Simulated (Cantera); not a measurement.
A Cantera script and its output.

```python
import numpy as np
import cantera as ct

gas = ct.Solution("gri30.yaml")
gas.TPX = 525, 68000, {'CH4': 1, 'O2': 1.54, 'N2': 5.38}
flame = ct.FreeFlame(gas, width=0.052)
flame.set_refine_criteria(ratio=3, slope=0.08, curve=0.16)
flame.transport_model = "mixture-averaged"
flame.solve(loglevel=0, auto=True)
flame.transport_model = "multicomponent"
flame.soret_enabled = True
flame.solve(loglevel=0, refine_grid=True)
z, T = flame.grid, flame.T
thick = (T[-1] - T[0]) / np.gradient(T, z).max()
show = ['CH4', 'O2', 'NO', 'H', 'CH2O', 'CH3']
print(f"laminar burning velocity  {flame.velocity[0] * 100:.3f} cm/s")
print(f"burnt temperature         {T[-1]:.1f} K")
print(f"thermal thickness         {thick * 1e3:.4f} mm")
print(f"grid points               {len(z)}")
z0 = z[flame.heat_release_rate.argmax()]
print(f"{'z/mm':>9s}{'T/K':>9s}{'u/(m/s)':>9s}" + "".join(f"{s:>11s}" for s in show))
rows = []
for k in (-3, -2, -1.5, -1, -0.5, -0.25, 0, 0.25, 0.5, 1, 2, 4, 8):
    zz = z0 + k * thick
    rows.append([k * thick, np.interp(zz, z, T), np.interp(zz, z, flame.velocity),
                 *(np.interp(zz, z, flame.X[gas.species_index(s)]) for s in show)])
    print(f"{rows[-1][0] * 1e3:9.3f}{rows[-1][1]:9.1f}{rows[-1][2]:9.3f}" + "".join(f"{x:11.3e}" for x in rows[-1][3:]))
```

Output:

```
laminar burning velocity  96.435 cm/s
burnt temperature         2265.3 K
thermal thickness         0.5114 mm
grid points               155
     z/mm      T/K  u/(m/s)        CH4         O2         NO          H       CH2O        CH3
   -1.534    525.2    0.966  1.260e-01  1.942e-01  7.234e-10  3.364e-13  1.075e-07  2.393e-08
   -1.023    527.7    0.973  1.253e-01  1.936e-01  9.846e-09  6.549e-11  1.905e-06  2.837e-07
   -0.767    538.2    0.996  1.236e-01  1.926e-01  5.621e-08  4.050e-09  1.291e-05  1.488e-06
   -0.511    624.9    1.166  1.150e-01  1.865e-01  6.171e-07  1.634e-06  1.500e-04  1.856e-05
   -0.256   1096.2    2.091  7.881e-02  1.444e-01  6.010e-06  1.550e-04  9.671e-04  7.966e-04
   -0.128   1515.5    2.943  4.281e-02  9.695e-02  1.319e-05  1.007e-03  1.223e-03  3.734e-03
    0.000   1883.7    3.715  1.147e-02  4.665e-02  2.556e-05  4.225e-03  6.943e-04  4.396e-03
    0.128   2056.6    4.074  1.356e-03  1.760e-02  4.412e-05  8.549e-03  1.797e-04  1.181e-03
    0.256   2103.1    4.159  1.026e-04  7.002e-03  6.147e-05  1.108e-02  2.244e-05  1.323e-04
    0.511   2125.9    4.188  6.040e-07  2.660e-03  7.850e-05  1.198e-02  1.868e-07  1.010e-06
    1.023   2147.4    4.220  2.662e-10  1.847e-03  8.730e-05  1.103e-02  7.706e-10  5.477e-10
    2.046   2175.4    4.267  3.419e-14  1.367e-03  9.244e-05  9.230e-03  6.715e-10  9.897e-14
    4.092   2208.1    4.322  2.091e-14  8.581e-04  9.848e-05  7.006e-03  6.959e-10  5.672e-14
```

Detailed kinetics in Cantera: GRI-Mech 3.0 (53 species, 325 reactions). Burning velocities carry a grid error of a few per cent, more on coarse grids.
